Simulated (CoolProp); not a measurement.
Model: reference Helmholtz-energy equation of state, Lemmon 2006, in CoolProp. It is a short technical equation, of lower accuracy than the large ones.

Question: For CH3F (R41), give the phase and the cv (kJ/(kg K)), speed of sound (m/s), Joule-Thomson coefficient (K/MPa) at 151.85 °C and 0.224 MPa.

Answer: 
- 151.85 °C and 0.224 MPa: gas; cv 1.11, speed of sound 355, Joule-Thomson coefficient 6.71
